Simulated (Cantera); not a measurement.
Input: 1 mol FeS, 1.3 mol SO3, 1.4 mol H2O, held at 1.20 bar.

Cantera equilibrium calculation (NASA polynomials, part measured and part estimated; ideal gas, pure solids and liquids). Candidate condensed phases: Fe, FeO, Fe(OH)2, Fe(OH)3, FeS, FeSO4, FeS2, Fe2O3, Fe2(SO4)3, Fe3O4, H2O, H2SO4, S; 22 gas species. Mutual solubility and eutectic melting of coexisting phases are not modelled. FeS: taken at fixed stoichiometry. Gases not in the tables: S3 to S7. Rates play no part. All values below are at 1175 K.

Base state: SO2 0.518, H2O 0.436, S2 0.0284, H2S 0.0120, S2O 0.00284, H2 0.00240, SO 0.000164, SH 2.57e-5 (mole fractions); condensed: FeS(s) + Fe3O4(s).

Q: What changes in the equilibrium state with this change: FeS replaced by MgO?

A: 
```json
[
 {"species": "H2O", "before": "0.436", "after": "0.762"},
 {"species": "SO2", "before": "0.518", "after": "0.149"},
 {"species": "O2", "before": "<1e-9", "after": "0.0746"},
 {"species": "S2", "before": "0.0284", "after": "<1e-9"},
 {"species": "H2S", "before": "0.0120", "after": "<1e-9"},
 {"species": "SO3", "before": "2.23e-7", "after": "0.0141"},
 {"species": "S2O", "before": "0.00284", "after": "<1e-9"},
 {"species": "SO", "before": "0.000164", "after": "<1e-9"},
 {"species": "FeS(s), mol", "before": "0.460", "after": "0"},
 {"species": "Fe3O4(s), mol", "before": "0.180", "after": "0"},
 {"species": "MgSO4(s), mol", "before": "0", "after": "1.00"}
]
```
Further candidate phases: Mg, MgO, Mg(OH)2, MgS, MgSO4.
